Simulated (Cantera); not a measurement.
Mixture: H₂ : O₂ : N₂ : H₂O = 1 : 0.746 : 2.46 : 0.18 (molar parts), equivalence ratio 0.67, at 7.10 bar, adiabatic and at constant pressure. Ignition delay is the time to a rise of 400 K.

Model: the H2/O2 subset of GRI-Mech 3.0, which has no nitrogen chemistry, integrated in Cantera. The hydrogen kinetics of GRI-Mech 3.0 are dated; newer H2 mechanisms differ, most at raised pressure.

Predict: delay at 950 K; delay at 1050 K; delay at 1150 K; delay at 1250 K; delay at 1350 K; delay at 1450 K.


```
Property            Value
---------------  --------
delay at 950 K    43.9 ms
delay at 1050 K   4.05 ms
delay at 1150 K  0.394 ms
delay at 1250 K   16.5 µs
delay at 1350 K   4.57 µs
delay at 1450 K   2.59 µs
```
